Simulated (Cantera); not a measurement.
Charge: 1 mol Si, 3.3 mol HCl, 0.78 mol H2.

Points: T (K) = 1123, 1173, 1223, 1273, 1323, 1373, 1423, 1473, 1523, 1573, 1623, 1673, 1723; P (Pa) = 10000, 26000, 67000, 170000, 450000, 1.2e+06, 3e+06.

Cantera's Mixture.equilibrate('TP', solver="vcs", rtol=1e-11, max_steps=5000) on the NASA tables stopped like this:

```
ERROR: FAILURE its = 5001!

*******************************************************************************
CanteraError thrown by MultiPhase::equilibrate:
VCS solver failed. Return code: -1
*******************************************************************************
```

Q: What got this run through?

A: Several could match; the one computed here: The failure is numerical, not chemical. The same input converged with solver="gibbs", rtol=1e-10, max_steps=50000, and the result passed a check of the equilibrium conditions:
```
   1123      1e+04  Si(cr)
   1173      1e+04  Si(cr)
   1223      1e+04  Si(cr)
   1273      1e+04  Si(cr)
   1323      1e+04  Si(cr)
   1373      1e+04  Si(cr)
   1423      1e+04  gas only
   1473      1e+04  gas only
   1523      1e+04  gas only
   1573      1e+04  gas only
   1623      1e+04  gas only
   1673      1e+04  gas only
   1723      1e+04  gas only
   1123    2.6e+04  Si(cr)
   1173    2.6e+04  Si(cr)
   1223    2.6e+04  Si(cr)
   1273    2.6e+04  Si(cr)
   1323    2.6e+04  Si(cr)
   1373    2.6e+04  Si(cr)
   1423    2.6e+04  Si(cr)
   1473    2.6e+04  gas only
   1523    2.6e+04  gas only
   1573    2.6e+04  gas only
   1623    2.6e+04  gas only
   1673    2.6e+04  gas only
   1723    2.6e+04  gas only
   1123    6.7e+04  Si(cr)
   1173    6.7e+04  Si(cr)
   1223    6.7e+04  Si(cr)
   1273    6.7e+04  Si(cr)
   1323    6.7e+04  Si(cr)
   1373    6.7e+04  Si(cr)
   1423    6.7e+04  Si(cr)
   1473    6.7e+04  Si(cr)
   1523    6.7e+04  gas only
   1573    6.7e+04  gas only
   1623    6.7e+04  gas only
   1673    6.7e+04  gas only
   1723    6.7e+04  gas only
   1123    1.7e+05  Si(cr)
   1173    1.7e+05  Si(cr)
   1223    1.7e+05  Si(cr)
   1273    1.7e+05  Si(cr)
   1323    1.7e+05  Si(cr)
   1373    1.7e+05  Si(cr)
   1423    1.7e+05  Si(cr)
   1473    1.7e+05  Si(cr)
   1523    1.7e+05  Si(cr)
   1573    1.7e+05  gas only
   1623    1.7e+05  gas only
   1673    1.7e+05  gas only
   1723    1.7e+05  gas only
   1123    4.5e+05  Si(cr)
   1173    4.5e+05  Si(cr)
   1223    4.5e+05  Si(cr)
   1273    4.5e+05  Si(cr)
   1323    4.5e+05  Si(cr)
   1373    4.5e+05  Si(cr)
   1423    4.5e+05  Si(cr)
   1473    4.5e+05  Si(cr)
   1523    4.5e+05  Si(cr)
   1573    4.5e+05  Si(cr)
   1623    4.5e+05  gas only
   1673    4.5e+05  gas only
   1723    4.5e+05  gas only
   1123    1.2e+06  Si(cr)
   1173    1.2e+06  Si(cr)
   1223    1.2e+06  Si(cr)
   1273    1.2e+06  Si(cr)
   1323    1.2e+06  Si(cr)
   1373    1.2e+06  Si(cr)
   1423    1.2e+06  Si(cr)
   1473    1.2e+06  Si(cr)
   1523    1.2e+06  Si(cr)
   1573    1.2e+06  Si(cr)
   1623    1.2e+06  Si(cr)
   1673    1.2e+06  gas only
   1723    1.2e+06  gas only
   1123      3e+06  Si(cr)
   1173      3e+06  Si(cr)
   1223      3e+06  Si(cr)
   1273      3e+06  Si(cr)
   1323      3e+06  Si(cr)
   1373      3e+06  Si(cr)
   1423      3e+06  Si(cr)
   1473      3e+06  Si(cr)
   1523      3e+06  Si(cr)
   1573      3e+06  Si(cr)
   1623      3e+06  Si(cr)
   1673      3e+06  Si(cr)
   1723      3e+06  Si(L)
```

The gas is ideal and each condensed phase is pure. The tables' values for SiCl3 are old estimates.
